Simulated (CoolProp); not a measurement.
Vapour-liquid equilibrium of R113 (1) + benzene (2) at 447.5 K; x and y are mole fractions of (1).

Values from CoolProp's multi-fluid Helmholtz-energy mixture model, Marx 1992 and Thol 2012; pair parameters Bell 2016.

```json
[
 {"x": "0.05", "bubble pressure (bar)": "10.06", "y at the bubble point": "0.108", "dew pressure at overall composition x (bar)": "9.634", "liquid density (mol/L)": "8.722"},
 {"x": "0.125", "bubble pressure (bar)": "11.10", "y at the bubble point": "0.235", "dew pressure at overall composition x (bar)": "10.19", "liquid density (mol/L)": "8.442"},
 {"x": "0.2", "bubble pressure (bar)": "12.01", "y at the bubble point": "0.335", "dew pressure at overall composition x (bar)": "10.80", "liquid density (mol/L)": "8.173"},
 {"x": "0.275", "bubble pressure (bar)": "12.83", "y at the bubble point": "0.418", "dew pressure at overall composition x (bar)": "11.45", "liquid density (mol/L)": "7.914"},
 {"x": "0.35", "bubble pressure (bar)": "13.57", "y at the bubble point": "0.490", "dew pressure at overall composition x (bar)": "12.16", "liquid density (mol/L)": "7.664"},
 {"x": "0.425", "bubble pressure (bar)": "14.26", "y at the bubble point": "0.555", "dew pressure at overall composition x (bar)": "12.90", "liquid density (mol/L)": "7.423"},
 {"x": "0.5", "bubble pressure (bar)": "14.90", "y at the bubble point": "0.616", "dew pressure at overall composition x (bar)": "13.68", "liquid density (mol/L)": "7.192"},
 {"x": "0.575", "bubble pressure (bar)": "15.51", "y at the bubble point": "0.674", "dew pressure at overall composition x (bar)": "14.47", "liquid density (mol/L)": "6.968"},
 {"x": "0.65", "bubble pressure (bar)": "16.09", "y at the bubble point": "0.731", "dew pressure at overall composition x (bar)": "15.26", "liquid density (mol/L)": "6.753"},
 {"x": "0.725", "bubble pressure (bar)": "16.64", "y at the bubble point": "0.787", "dew pressure at overall composition x (bar)": "16.03", "liquid density (mol/L)": "6.545"},
 {"x": "0.8", "bubble pressure (bar)": "17.18", "y at the bubble point": "0.844", "dew pressure at overall composition x (bar)": "16.76", "liquid density (mol/L)": "6.345"},
 {"x": "0.875", "bubble pressure (bar)": "17.69", "y at the bubble point": "0.902", "dew pressure at overall composition x (bar)": "17.46", "liquid density (mol/L)": "6.151"},
 {"x": "0.95", "bubble pressure (bar)": "18.19", "y at the bubble point": "0.960", "dew pressure at overall composition x (bar)": "18.10", "liquid density (mol/L)": "5.965"}
]
```

No azeotrope shows between x = 0.05 and 0.95.

The pair parameters rest on a limited set of measurements; away from them the model extrapolates.
